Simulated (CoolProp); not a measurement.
A single-stage vapour-compression cycle with the fluid: evaporating at 240.15 K (dew point), condensing at 304.15 K (bubble point), superheat 2 K, subcooling 2 K, compressor efficiency 0.65, no pressure losses. The same conditions are run with several fluids, on thermodynamics alone (safety and materials aside).

The numbers come from the reference Helmholtz-energy equation of state of each fluid (vinyl chloride: Thol 2022; chloromethane (R40): Thol 2014; ammonia: Gao 2020; R227EA: Lemmon 2016; fluoroethane (R161): Wu 2012; sulfur hexafluoride: Guder 2009) in CoolProp.

Rank vinyl chloride, chloromethane (R40), ammonia, R227EA, fluoroethane (R161), sulfur hexafluoride by cooling COP, highest first.

vinyl chloride (1.97), chloromethane (R40) (1.92), fluoroethane (R161) (1.87), ammonia (1.86), R227EA (1.58), sulfur hexafluoride (1.19)

| fluid | pressure ratio | discharge temperature (K) | refrigerating effect (kJ/kg) | volumetric capacity (kJ/m³) |
|---|---|---|---|---|
| vinyl chloride | 11.0 | 403.4 | 279 | 378 |
| chloromethane (R40) | 10.2 | 447.8 | 340 | 588 |
| ammonia | 11.7 | 505.3 | 1090 | 972 |
| R227EA | 11.7 | 309.9 | 71.0 | 286 |
| fluoroethane (R161) | 8.73 | 374.0 | 290 | 895 |
| sulfur hexafluoride | 6.14 | 319.1 | 40.0 | 1440 |
